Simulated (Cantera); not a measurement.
A perfectly stirred reactor is fed with 2.41 % CH₄, 96.3 % N₂, 1.30 % H₂O, at 200 Pa; it is held at 1950 K, and followed from long to short residence time.

Computed with Cantera and GRI-Mech 3.0 (53 species, 325 reactions). GRI-Mech 3.0 stops at C3 and has no aromatics, soot or wall deposition, so with more carbon than oxygen in the feed, carbon stays in small species such as C2H2 where larger ones or solid carbon would form. Radical loss at walls, strong at low pressure, is not modelled.

x: mole fraction; the columns are a selection and need not sum to one.

```tsv
τ (s)	x CH₄	x C₂H₄	x H₂	x C₂H₆	x CH₃	x HCN
16	0.000803	6.95e-6	0.0434	?	0.000195	0.000598
3.0	0.00257	4.46e-5	0.0339	?	0.000452	0.000119
0.59	0.00740	0.000217	0.0238	?	0.000936	1.93e-5
0.11	0.0171	0.000488	0.00845	?	0.00136	1.21e-6
0.022	0.0233	5.64e-5	0.000536	?	0.000598	8.88e-9
0.0043	0.0240	6.30e-7	5.93e-5	7.95e-10	0.000120	8.96e-11
0.00082	0.0241	3.31e-9	8.28e-6	1.41e-11	2.02e-5	1.51e-12
```

Problem. Some entries are withheld; supply them.

Solution. 
- 16, x C₂H₆: 5.37e-9
- 3.0, x C₂H₆: 2.72e-8
- 0.59, x C₂H₆: 1.02e-7
- 0.11, x C₂H₆: 1.54e-7
- 0.022, x C₂H₆: 2.26e-8
